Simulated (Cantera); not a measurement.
Charge: 1 mol FeS2, 3 mol SO2, 2.1 mol N2, equilibrated at 923.15 K and 101000 Pa.

Equilibrium computed with Cantera from the NASA thermochemical tables; the gas is ideal and each condensed phase is pure. Candidate condensed phases: Fe, FeO, FeS, FeSO4, FeS2, Fe2O3, Fe2(SO4)3, Fe3O4, S; 19 gas species. FeS: taken at fixed stoichiometry. Gases not in the tables: S3 to S7. Equilibrium is a limit: real reactors are often held back by kinetics, nucleation or transport.

Base state: SO2 0.569, N2 0.399, S2 0.0287, S2O 0.00320 (mole fractions); condensed: FeS(s) + FeS2(s).

### Question
What changes in the equilibrium state with this change: pressure from 101000 Pa to 13300 Pa?

### Answer
| species | before | after |
|---|---|---|
| SO2 | 0.569 | 0.534 |
| N2 | 0.399 | 0.375 |
| S2 | 0.0287 | 0.0862 |
| SO | 6.04e-6 | 1.28e-5 |
| S2O | 0.00320 | 0.00426 |
| FeS(s), mol | 0.327 | 1.00 |
| FeS2(s), mol | 0.673 | 0 |

### Question
What changes in the equilibrium state with this change: FeS2 replaced by FeS?

### Answer
| species | before | after |
|---|---|---|
| SO2 | 0.569 | 0.577 |
| N2 | 0.399 | 0.411 |
| S2 | 0.0287 | 0.0106 |
| S2O | 0.00320 | 0.00153 |
| FeS(s), mol | 0.327 | 0.928 |
| FeS2(s), mol | 0.673 | 0 |
| Fe3O4(s), mol | 0 | 0.0241 |
